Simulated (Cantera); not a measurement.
An isothermal, constant-pressure homogeneous reactor starts with 0.467 % CH₄, 99.3 % H₂, 0.209 % O₂, equivalence ratio 240, at 2498 K and 0.132 atm.

Model: GRI-Mech 3.0 (53 species, 325 reactions), integrated in Cantera.

One state of this run: x CH₄ = 2.62e-6; x H₂ = 0.929; x O₂ = <1e-12; x C₂H₂ = 0.000234; x H = 0.0663. x: mole fraction; the columns are a selection and need not sum to one.

### Question
Which value of t (s) does it belong to?
A) 0.0501
B) 0.00317
C) 0.0126
D) 0.794

### Answer
D, 0.794
